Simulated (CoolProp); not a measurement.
Model: reference Helmholtz-energy equation of state, Thol 2012, in CoolProp.

**Question.** For benzene, give the phase and the cp (kJ/(kg K)), conductivity (mW/(m K)), Prandtl number at 333.45 °C and 4.6 bar; 333.45 °C and 10.7 bar.

**Answer.** 
- 333.45 °C and 4.6 bar: gas; cp 2.08, conductivity 42.1, Prandtl number 0.755
- 333.45 °C and 10.7 bar: gas; cp 2.12, conductivity 42.7, Prandtl number 0.759

Viscosity comes from a separate model (Avgeri 2014). Thermal conductivity comes from a separate model (Assael 2012).
